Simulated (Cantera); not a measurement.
Cantera run:

```python
import numpy as np
import cantera as ct

gas_names = """
    O2 CL2
""".split()
cond_names = """
    Sr(L) SrCL2(L) SrO(s)
""".split()


# ... load() reads the species with a 1 bar reference pressure and builds the phases ...
species = {s.name: s for s in load("nasa_gas.yaml", gas_names) + load("nasa_condensed.yaml", cond_names)}
T = 1475
g = {n: (s.thermo.h(T) - T * s.thermo.s(T)) / (ct.gas_constant * T * np.log(10)) for n, s in species.items()}
valid = cond_names  # the entries whose range holds T


def stable(la, lb):
    # potentials (over RT ln 10) of the two non-metals from log10 p(O2) and log10 p(CL2) in bar
    mu = {}
    mu["O"] = (g["O2"] + la) / 2
    mu["Cl"] = (g["CL2"] + lb) / 2
    cost = {}
    for n in valid:
        c = species[n].composition
        cost[n] = (g[n] - sum(c.get(e, 0) * m for e, m in mu.items())) / c["Sr"]
    return min(cost, key=cost.get)


results = []
for lb in [1, -1.4, -3.9, -6.3, -8.8, -11.2, -13.7, -16.1, -18.6, -21]:
    row = [stable(la, lb) for la in [-26, -24.8, -23.7, -22.5, -21.3, -20.1, -19, -17.8, -16.6, -15.4, -14.3, -13.1, -11.9, -10.7, -9.6, -8.4, -7.2, -6, -4.9, -3.7, -2.5, -1.3, -0.2, 1]]
    results.append(row)
    print(f"{lb:6.1f}  " + " ".join(f"{valid.index(n):x}" for n in row))
print("key: " + ", ".join(f"{i:x} {n}" for i, n in enumerate(valid)))
```

It prints:

```
   1.0  1 1 1 1 1 1 1 1 1 1 1 1 1 1 1 1 1 1 1 1 1 1 1 1
  -1.4  1 1 1 1 1 1 1 1 1 1 1 1 1 1 1 1 1 1 1 1 1 1 1 1
  -3.9  1 1 1 1 1 1 1 1 1 1 1 1 1 1 1 1 1 1 1 1 1 1 1 1
  -6.3  1 1 1 1 1 1 1 1 1 1 1 1 1 1 1 1 1 1 1 1 1 1 2 2
  -8.8  1 1 1 1 1 1 1 1 1 1 1 1 1 1 1 1 1 1 2 2 2 2 2 2
 -11.2  1 1 1 1 1 1 1 1 1 1 1 1 1 1 2 2 2 2 2 2 2 2 2 2
 -13.7  1 1 1 1 1 1 1 1 1 1 2 2 2 2 2 2 2 2 2 2 2 2 2 2
 -16.1  1 1 1 1 1 1 2 2 2 2 2 2 2 2 2 2 2 2 2 2 2 2 2 2
 -18.6  1 2 2 2 2 2 2 2 2 2 2 2 2 2 2 2 2 2 2 2 2 2 2 2
 -21.0  2 2 2 2 2 2 2 2 2 2 2 2 2 2 2 2 2 2 2 2 2 2 2 2
key: 0 Sr(L), 1 SrCL2(L), 2 SrO(s)
```

Cantera with NASA thermochemical tables; ideal gases at 1 bar, condensed phases pure. Not in the tables: the peroxide, oxide halides.
